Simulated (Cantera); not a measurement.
A closed system holds: 1 mol LiOH, 0.1 mol H₂, held at 1825 K.

Equilibrium computed with Cantera from the NASA thermochemical tables; the gas is ideal and each condensed phase is pure. Candidate condensed phases: H₂O, Li, LiH, LiOH, Li₂O; 17 gas species. Mutual solubility and eutectic melting of coexisting phases are not modelled. Equilibrium is a limit: real reactors are often held back by kinetics, nucleation or transport.

Q: Which condensed phases are stable at each of these points (P (Pa)): 10, 36, 130, 460, 1700, 6000, 22000, 77000, 280000, 1000000?

A: 
```csv
P (Pa),condensed phases,Li condensed (%)
10,gas only,0.0
36,gas only,0.0
130,gas only,0.0
460,gas only,0.0
1700,gas only,0.0
6000,Li₂O(s),29.4
22000,Li₂O(s),59.4
77000,Li₂O(s),77.1
280000,Li₂O(s),87.6
1000000,LiOH(l) + Li₂O(s),99.0
```

From 10.0 Pa to 17.0 mbar nothing is condensed. From 60.0 mbar to 2.80 bar the condensed part is Li₂O(s). At 10.0 bar the condensed part is LiOH(l) + Li₂O(s).
